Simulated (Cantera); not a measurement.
An adiabatic, constant-pressure homogeneous reactor starts with 37.4 % CO, 1.57 % H₂, 12.2 % O₂, 45.6 % N₂, 3.29 % CO₂, equivalence ratio 1.6, at 1823 K and 40000 Pa.

Detailed kinetics in Cantera: GRI-Mech 3.0 (53 species, 325 reactions).

Task: Predict: time of steepest temperature rise; temperature at 0.400 s; equilibrium temperature; x(CO) at 0.400 s; x(H₂) at 0.400 s; x(O₂) at 0.400 s; x(H₂O₂) at 0.400 s; x(CO₂) at 0.400 s.

Result: 
| Quantity | Result |
|---|---|
| time of steepest temperature rise | 46.2 µs |
| temperature at 0.400 s | 2787 K |
| equilibrium temperature | 2787 K |
| x(CO) at 0.400 s | 0.245 (gas-phase equilibrium 0.245) |
| x(H₂) at 0.400 s | 0.00164 (gas-phase equilibrium 0.00164) |
| x(O₂) at 0.400 s | 0.0317 (gas-phase equilibrium 0.0317) |
| x(H₂O₂) at 0.400 s | 1.23e-8 (gas-phase equilibrium 1.23e-8) |
| x(CO₂) at 0.400 s | 0.191 (gas-phase equilibrium 0.191) |
